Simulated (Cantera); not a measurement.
Charge: 1 mol SiH4, 0.55 mol O2, 5.8 mol N2, at 75.0 Torr.

These are equilibrium values from Cantera (NASA tables, ideal gas, pure condensed phases), not measurements of a reactor. Candidate condensed phases: H2O, Si, SiO2, Si2N2O, Si3N4; 35 gas species. N2 is the only nitrogen source here; it is nearly inert below about 1500 K, so the nitride shown seldom forms there in practice. Mutual solubility and eutectic melting of coexisting phases are not modelled. The tables hold silica as quartz up to 1696 K and as liquid above; real silica turns to tridymite and cristobalite and melts near 1996 K. Equilibrium is a limit: real reactors are often held back by kinetics, nucleation or transport.

Which condensed phases are stable at each of these points (T (°C)): 602, 702, 802, 902, 1002, 1102, 1202, 1302, 1402, 1502, 1602, 1702?


```tsv
T (°C)	condensed phases	Si condensed (%)
602	SiO2(β-quartz) + Si2N2O(s)	100.0
702	SiO2(β-quartz) + Si2N2O(s)	100.0
802	SiO2(β-quartz) + Si2N2O(s)	100.0
902	SiO2(β-quartz) + Si2N2O(s)	100.0
1002	SiO2(β-quartz) + Si2N2O(s)	100.0
1102	SiO2(β-quartz) + Si2N2O(s)	100.0
1202	SiO2(β-quartz) + Si2N2O(s)	100.0
1302	SiO2(β-quartz) + Si2N2O(s)	99.7
1402	SiO2(β-quartz) + Si2N2O(s)	97.4
1502	SiO2(condensed) + Si2N2O(s)	79.7
1602	SiO2(condensed)	9.8
1702	SiO2(condensed)	9.1
```

From 602 °C to 1402 °C the condensed part is SiO2(β-quartz) + Si2N2O(s). At 1502 °C the condensed part is SiO2(condensed) + Si2N2O(s). From 1602 °C to 1702 °C the condensed part is SiO2(condensed).
